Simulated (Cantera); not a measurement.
An adiabatic, constant-pressure homogeneous reactor starts with CH4 : H2 : O2 : N2 = 1 : 0.49 : 0.935 : 3.52 (molar parts), equivalence ratio 2.4, at 1048 K and 26.0 bar.

Model: GRI-Mech 3.0 (53 species, 325 reactions), integrated in Cantera. The pressure lies above the range GRI-Mech 3.0 was tuned for (to about 10 atm).

Task: Predict: time of steepest temperature rise; temperature at 2.00 s; equilibrium temperature; x(CH4) at 2.00 s; x(H2) at 2.00 s; x(CH2O) at 2.00 s.

Result: 
```
Item                                                                 Value
---------------------------------  ---------------------------------------
time of steepest temperature rise                                  2.03 ms
temperature at 2.00 s                                               2007 K
equilibrium temperature                                             2007 K
x(CH4) at 2.00 s                   4.89e-7 (gas-phase equilibrium 5.34e-7)
x(H2) at 2.00 s                        0.244 (gas-phase equilibrium 0.244)
x(CH2O) at 2.00 s                  3.35e-7 (gas-phase equilibrium 3.34e-7)
```
